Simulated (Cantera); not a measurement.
Cantera with NASA thermochemical tables; ideal gases at 1 bar, condensed phases pure. Values are per mole of reaction as written; species without (g) are pure solids or liquids, kept so even where they would boil at 1 bar.

Q: Between 373 and 598 K, where is each reaction favourable under standard conditions?
- 12 NiS + 2 CS₂(g) + C₂H₄(g) = 4 Ni₃S₄ + 2 C₂H₂(g)

A: 
- 12 NiS + 2 CS₂(g) + C₂H₄(g) = 4 Ni₃S₄ + 2 C₂H₂(g): ΔG° is 88 kJ at 373 K and 123 kJ at 598 K; it stays positive (K < 1). ΔH° is 41 kJ and ΔS° -136 J/K at 598 K.
